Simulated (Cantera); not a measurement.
Feed: 1 mol SiC, 0.0075 mol Si, 0.15 mol H2, equilibrated at 2675 K and 100000 Pa.

Equilibrium computed with Cantera from the NASA thermochemical tables; the gas is ideal and each condensed phase is pure. Candidate condensed phases: C, C6H6, C7H8, C8H18, Si, SiC; 87 gas species. Mutual solubility and eutectic melting of coexisting phases are not modelled. Gases not in the tables: Si2H6 and higher silanes. The numbers say what is thermodynamically allowed, not how fast it happens.

Base state: H2 0.922, H 0.0496, Si 0.0161, Si2C 0.00350, SiH 0.00319, C2H2 (acetylene) 0.00246, SiH2 0.00170, SiC2 0.000826 (mole fractions); condensed: Si(l) + SiC(s).

What changes in the equilibrium state with this change: temperature from 2675 K to 1625 K?


```json
[
 {"species": "H2", "before": "0.922", "after": "1.000"},
 {"species": "H", "before": "0.0496", "after": "7.05e-5"},
 {"species": "CH4", "before": "3.45e-5", "after": "1.68e-5"},
 {"species": "Si", "before": "0.0161", "after": "1.63e-7"},
 {"species": "SiH2", "before": "0.00170", "after": "6.61e-6"},
 {"species": "Si2C", "before": "0.00350", "after": "<1e-9"},
 {"species": "SiC2", "before": "0.000826", "after": "<1e-9"},
 {"species": "Si(l), mol", "before": "0.00435", "after": "0"},
 {"species": "SiC(s), mol", "before": "0.998", "after": "1.000"},
 {"species": "Si(s), mol", "before": "0", "after": "0.00750"}
]
```
